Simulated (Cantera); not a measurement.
## Silicon nitride deposition: SiH2Cl2 + N2

Input: 1 mol SiH2Cl2, 82 mol N2, equilibrated at 0.975 Torr.

Equilibrium computed with Cantera from the NASA thermochemical tables; the gas is ideal and each condensed phase is pure. Candidate condensed phases: NH4Cl, Si, Si3N4; 28 gas species. N2 is the only nitrogen source here; it is nearly inert below about 1500 K, so the nitride shown seldom forms there in practice. The tables' values for SiCl, SiCl3, SiN are old estimates; treat these amounts as uncertain. The numbers say what is thermodynamically allowed, not how fast it happens.

| T (°C) | log p N2 | log p HCl | log p SiCl2 | log p H2 | n Si3N4(s) | n Si(l) |
|---|---|---|---|---|---|---|
| 477 | -2.90 | -4.63 | -13.52 | -5.40 | 0.291 | 0 |
| 577 | -2.90 | -4.61 | -11.23 | -5.47 | 0.297 | 0 |
| 677 | -2.90 | -4.60 | -9.43 | -5.53 | 0.302 | 0 |
| 777 | -2.90 | -4.59 | -7.97 | -5.57 | 0.304 | 0 |
| 877 | -2.90 | -4.58 | -6.80 | -5.59 | 0.304 | 0 |
| 977 | -2.90 | -4.59 | -5.92 | -5.54 | 0.288 | 0 |
| 1077 | -2.90 | -4.65 | -5.42 | -5.35 | 0.243 | 0 |
| 1177 | -2.90 | -4.78 | -5.16 | -5.15 | 0.182 | 0 |
| 1277 | -2.90 | -4.94 | -5.02 | -5.01 | 0.125 | 0 |
| 1377 | -2.90 | -5.12 | -4.94 | -4.94 | 0.0777 | 0 |
| 1477 | -2.90 | -5.19 | -4.93 | -4.93 | 0 | 0.104 |
| 1577 | -2.90 | -5.10 | -4.97 | -4.98 | 0 | 0 |
log p: log10 of the partial pressure in bar; n: condensed amount in mol.

From 477 °C to 1377 °C the condensed part is Si3N4(s). At 1477 °C the condensed part is Si(l). At 1577 °C nothing is condensed. The main Si-bearing gas is SiCl4 at 477 °C and SiCl2 at 1577 °C. The share of Si in condensed phases is highest at 777 °C (91.3 %) and lowest at 1577 °C (0.0 %).
